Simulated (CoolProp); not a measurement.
A simple Rankine cycle with the fluoroketone C6F12O (FK-5-1-12): condensing at 308.15 K, boiler at 0.803 MPa, turbine inlet 438.7 K, turbine efficiency 0.65, pump efficiency 0.6, no recuperator. Each further row changes one setting.

Values from CoolProp's reference Helmholtz-energy equation of state, McLinden 2015.

```json
[
 {"case": "as stated", "thermal efficiency (%)": "8.0", "net work (kJ/kg)": "16.6", "heat in (kJ/kg)": "206", "turbine exit temperature (K)": "413.9", "volume ratio over the turbine": "14.9"},
 {"case": "turbine inlet 458.7 K", "thermal efficiency (%)": "7.7", "net work (kJ/kg)": "17.6", "heat in (kJ/kg)": "228", "turbine exit temperature (K)": "434.4", "volume ratio over the turbine": "14.5"},
 {"case": "condensing temperature 300.15 K", "thermal efficiency (%)": "8.7", "net work (kJ/kg)": "18.7", "heat in (kJ/kg)": "215", "turbine exit temperature (K)": "411.5", "volume ratio over the turbine": "20.5"},
 {"case": "boiler pressure 0.562 MPa", "thermal efficiency (%)": "7.1", "net work (kJ/kg)": "14.8", "heat in (kJ/kg)": "209", "turbine exit temperature (K)": "418.6", "volume ratio over the turbine": "9.88"},
 {"case": "turbine efficiency 0.55", "thermal efficiency (%)": "6.7", "net work (kJ/kg)": "13.9", "heat in (kJ/kg)": "206", "turbine exit temperature (K)": "416.6", "volume ratio over the turbine": "15.0"}
]
```
